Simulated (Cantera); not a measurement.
A closed system holds: 1 mol Fe₂O₃, 66 mol H₂, 2.4 mol N₂, equilibrated at 2073 K and 0.133 bar.

Equilibrium computed with Cantera from the NASA thermochemical tables; the gas is ideal and each condensed phase is pure. Candidate condensed phases: Fe, FeO, Fe(OH)₂, Fe(OH)₃, Fe₂O₃, Fe₃O₄, H₂O; 27 gas species. Kinetics and transport are ignored.

Base state: H₂ 0.909, H₂O 0.0434, N₂ 0.0348, H 0.00687, Fe 0.00602, OH 3.73e-5 (mole fractions); condensed: Fe(l).

Problem. What changes in the equilibrium state with this change: pressure from 0.133 bar to 2.20 mbar?

Solution. 
```tsv
species	before	after
H₂	0.909	0.846
H	0.00687	0.0516
H₂O	0.0434	0.0412
Fe	0.00602	0.0276
N₂	0.0348	0.0332
O	2.02e-7	1.25e-5
OH	3.73e-5	0.000285
FeO	6.79e-6	3.18e-5
Fe(l), mol	1.58	0
```

Problem. What changes in the equilibrium state with this change: temperature from 2073 K to 1800 K?

Solution. 
```csv
species,before,after
H₂,0.909,0.920
H₂O,0.0434,0.0438
N₂,0.0348,0.0351
H,0.00687,0.000941
Fe,0.00602,0.000221
OH,3.73e-5,2.96e-6
"Fe(l), mol",1.58,0
"Fe(δ), mol",0,1.98
```
